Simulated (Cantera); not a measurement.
Feed: 1 mol SiHCl₃, 0.038 mol CH₄, 270 mol H₂, at 0.0120 bar.

These are equilibrium values from Cantera (NASA tables, ideal gas, pure condensed phases), not measurements of a reactor. Candidate condensed phases: C, C₆H₆, C₇H₈, C₈H₁₈, Si, SiC; 109 gas species. Mutual solubility and eutectic melting of coexisting phases are not modelled. Kinetics and transport are ignored. All values below are at 1175 °C.

Base state: H₂ 0.989, HCl 0.0104, SiCl₂ 0.000334, H 8.37e-5 (mole fractions); condensed: Si(s) + SiC(s).

### Question
What changes in the equilibrium state with this change: SiHCl₃ replaced by SiCl₄?

### Answer
```csv
species,before,after
H₂,0.989,0.986
HCl,0.0104,0.0135
SiCl₂,0.000334,0.000573
H,8.37e-5,8.35e-5
"Si(s), mol",0.870,0.805
"SiC(s), mol",0.0379,0.0379
```
